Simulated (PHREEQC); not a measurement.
Ca(OH)2 is added in steps, without added water, to 1 kg of water holding 19 mmol/kgw Pb(NO3)2 and 3.5 mmol/kgw Zn(NO3)2, at 25 °C. Oxygen is held at 0.21 atm. The system is closed to CO2. Only these solids could form: Zn(OH)2(e), Pb(OH)2.

Base run: PHREEQC, ion-association model, phreeqc.dat. Each further column changes one thing. The table gives pH.

| Ca(OH)2 added (mol) | base | Debye-Hückel limiting law | Davies equation for every ion | database wateq4f.dat | all activity coefficients set to 1 |
|---|---|---|---|---|---|
| 0 | 4.81 | 4.84 | 4.82 | 4.81 | 4.76 |
| 0.0022 | 5.20 | 5.26 | 5.20 | 5.20 | 5.06 |
| 0.0044 | 5.23 | 5.29 | 5.23 | 5.23 | 5.09 |
| 0.0066 | 5.26 | 5.32 | 5.27 | 5.26 | 5.13 |
| 0.0088 | 5.31 | 5.37 | 5.31 | 5.31 | 5.17 |
| 0.011 | 5.36 | 5.42 | 5.36 | 5.36 | 5.23 |
| 0.0132 | 5.43 | 5.49 | 5.43 | 5.43 | 5.30 |
| 0.0154 | 5.54 | 5.60 | 5.54 | 5.54 | 5.41 |
| 0.0176 | 5.74 | 5.81 | 5.75 | 5.74 | 5.61 |
| 0.0198 | 7.22 | 7.30 | 7.23 | 7.21 | 7.04 |
| 0.022 | 7.59 | 7.67 | 7.59 | 7.58 | 7.40 |

The database's Pb(OH)2 solid is less soluble than what usually precipitates. phreeqc.dat and wateq4f.dat share most of their constants, so their agreement is no independent check. Solids allowed in the column 'database wateq4f.dat': Portlandite, Zn(OH)2-e, Pb(OH)2.
